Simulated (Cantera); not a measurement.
Charge: 1 mol SO₂, 7.6 mol H₂, 0.22 mol N₂, equilibrated at 900 K and 0.00410 bar.

These are equilibrium values from Cantera (NASA tables, ideal gas, pure condensed phases), not measurements of a reactor. Candidate condensed phases: H₂O, H₂SO₄, S; 35 gas species. Kinetics and transport are ignored.

Base state: H₂ 0.588, H₂O 0.256, H₂S 0.128, N₂ 0.0281, S₂ 5.67e-5 (mole fractions); condensed: gas only.

**Question.** What changes in the equilibrium state with this change: SO₂ replaced by CO₂?

**Answer.** 
```json
[
 {"species": "H₂", "before": "0.588", "after": "0.772"},
 {"species": "H₂O", "before": "0.256", "after": "0.0895"},
 {"species": "CO", "before": "0", "after": "0.0895"},
 {"species": "H₂S", "before": "0.128", "after": "0"},
 {"species": "CO₂", "before": "0", "after": "0.0239"},
 {"species": "N₂", "before": "0.0281", "after": "0.0249"},
 {"species": "S₂", "before": "5.67e-5", "after": "0"}
]
```
Further candidate phases: C, C₆H₆, C₇H₈, C₈H₁₈.

**Question.** What changes in the equilibrium state with this change: temperature from 900 K to 2773.15 K?

**Answer.** 
```json
[
 {"species": "H", "before": "1.40e-9", "after": "0.562"},
 {"species": "H₂", "before": "0.588", "after": "0.234"},
 {"species": "H₂O", "before": "0.256", "after": "0.0411"},
 {"species": "O", "before": "<1e-9", "after": "0.0410"},
 {"species": "S", "before": "<1e-9", "after": "0.0409"},
 {"species": "OH", "before": "<1e-9", "after": "0.0271"},
 {"species": "SO", "before": "<1e-9", "after": "0.0269"},
 {"species": "H₂S", "before": "0.128", "after": "4.13e-5"},
 {"species": "N₂", "before": "0.0281", "after": "0.0162"},
 {"species": "O₂", "before": "<1e-9", "after": "0.00289"},
 {"species": "NO", "before": "<1e-9", "after": "0.000596"}
]
```

**Question.** What changes in the equilibrium state with this change: H₂ from 7.6 to 0.94 mol?

**Answer.** 
```json
[
 {"species": "H₂O", "before": "0.256", "after": "0.466"},
 {"species": "SO₂", "before": "3.38e-8", "after": "0.288"},
 {"species": "N₂", "before": "0.0281", "after": "0.115"},
 {"species": "H₂", "before": "0.588", "after": "0.00240"},
 {"species": "S₂", "before": "5.67e-5", "after": "0.104"},
 {"species": "H₂S", "before": "0.128", "after": "0.0224"},
 {"species": "S₂O", "before": "1.87e-9", "after": "0.00153"},
 {"species": "SO", "before": "<1e-9", "after": "1.56e-5"}
]
```
Gases not in the tables: S₃ to S₇.
